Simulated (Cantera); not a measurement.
Input: 1 mol Si3N4, 0.56 mol H2O, 37 mol H2, equilibrated at 0.133 bar.

These are equilibrium values from Cantera (NASA tables, ideal gas, pure condensed phases), not measurements of a reactor. Candidate condensed phases: H2O, Si, SiO2, Si2N2O, Si3N4; 35 gas species. Mutual solubility and eutectic melting of coexisting phases are not modelled. Gases not in the tables: Si2H6 and higher silanes. Rates play no part. All values below are at 1477 °C.

Base state: H2 0.970, N2 0.0285, SiO 0.00109, H 0.000627, SiH2 2.02e-5, Si 1.13e-5 (mole fractions); condensed: Si(l) + Si2N2O(s) + Si3N4(s).

### Question
What changes in the equilibrium state with this change: pressure from 0.133 bar to 1 atm?

### Answer
```
species           before     after
--------------  --------  --------
H2                 0.970     0.995
N2                0.0285   0.00500
H               0.000627  0.000230
SiO              0.00109  0.000131
Si               1.13e-5   1.22e-6
SiH2             2.02e-5   1.71e-5
Si(l), mol          1.35         0
Si2N2O(s), mol     0.518     0.555
Si3N4(s), mol      0.189     0.628
```
